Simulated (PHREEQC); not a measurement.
A solution holds 140 mmol/kgw ZnCl2, 3 mmol/kgw KCl and 5.8 mmol/kgw MnSO4, at 25 °C. It is in equilibrium with CO2 at log p = -3.4 (atm). Otherwise closed; pH follows from the charge balance.

Equilibrium calculation in PHREEQC: ion-association model, wateq4f.dat.

The ionic strength comes out as 0.379 mol/kgw. What activity coefficients do SO4-2, ZnCl3-, ZnHCO3+, Zn+2, KSO4- get?

SO4-2 0.23, ZnCl3- 0.67, ZnHCO3+ 0.73, Zn+2 0.27, KSO4- 0.71.

This is a speciation only: nothing precipitates in the calculation.
